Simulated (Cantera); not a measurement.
A closed system holds: 1 mol SiCl4, 31 mol N2O, 55 mol N2, equilibrated at 1.00 bar.

Equilibrium computed with Cantera from the NASA thermochemical tables; the gas is ideal and each condensed phase is pure. Candidate condensed phases: Si, SiO2, Si2N2O, Si3N4; 23 gas species. Kinetics and transport are ignored.

x: gas mole fraction; n: condensed amount in mol.

```csv
T (K),x N2,x O2,x Cl2,x Cl,x NO,n SiO2(α-quartz),n SiO2(β-quartz)
575,0.839,0.141,0.0195,9.38e-10,7.86e-9,1.00,0
625,0.839,0.141,0.0195,7.31e-9,3.63e-8,1.00,0
675,0.839,0.141,0.0195,[?],[?],1.00,0
725,0.839,0.141,0.0195,1.92e-7,4.10e-7,1.00,0
775,0.839,0.141,0.0195,7.18e-7,1.09e-6,1.00,0
825,0.839,0.141,0.0195,2.29e-6,2.57e-6,1.00,0
875,0.839,0.141,0.0195,6.43e-6,5.51e-6,0,1.00
925,0.839,0.141,0.0195,1.62e-5,1.09e-5,0,1.00
975,0.839,0.141,0.0195,3.70e-5,2.00e-5,0,1.00
1025,0.839,0.141,0.0195,[?],[?],0,1.00
1075,0.839,0.141,0.0194,0.000154,5.70e-5,0,1.00
1125,0.839,0.141,0.0194,0.000286,8.99e-5,0,1.00
```

What belongs in the gaps?


- 1025, x Cl: 7.81e-5
- 1025, x NO: 3.46e-5
- 675, x Cl: 4.22e-8
- 675, x NO: 1.33e-7
